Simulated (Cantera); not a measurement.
An adiabatic, constant-volume homogeneous reactor starts with H2 : O2 : N2 = 1 : 0.725 : 2.72 (molar parts), equivalence ratio 0.69, at 1150 K and 0.420 bar. Integrator tolerance rtol = 1e-08.

Detailed kinetics in Cantera: GRI-Mech 3.0 (53 species, 325 reactions).

Task: What does this change do: 0.15 parts CO2 added?

Result: 
| quantity | before | after |
|---|---|---|
| time of steepest temperature rise | 0.136 ms | 0.141 ms |
| temperature at 2.00 s | 2692 K | 2619 K |
| equilibrium temperature | 2692 K | 2619 K |
| x(H2) at 2.00 s | 0.0149 (gas-phase equilibrium 0.0149) | 0.0107 (gas-phase equilibrium 0.0107) |
| x(O2) at 2.00 s | 0.0474 (gas-phase equilibrium 0.0474) | 0.0499 (gas-phase equilibrium 0.0499) |
| x(NO2) at 2.00 s | 4.56e-6 (gas-phase equilibrium 4.56e-6) | 4.45e-6 (gas-phase equilibrium 4.45e-6) |
| x(NO) at 2.00 s | 0.0138 (gas-phase equilibrium 0.0138) | 0.0124 (gas-phase equilibrium 0.0124) |
| x(H) at 2.00 s | 0.00718 (gas-phase equilibrium 0.00718) | 0.00463 (gas-phase equilibrium 0.00463) |
| x(O) at 2.00 s | 0.00810 (gas-phase equilibrium 0.00810) | 0.00611 (gas-phase equilibrium 0.00611) |
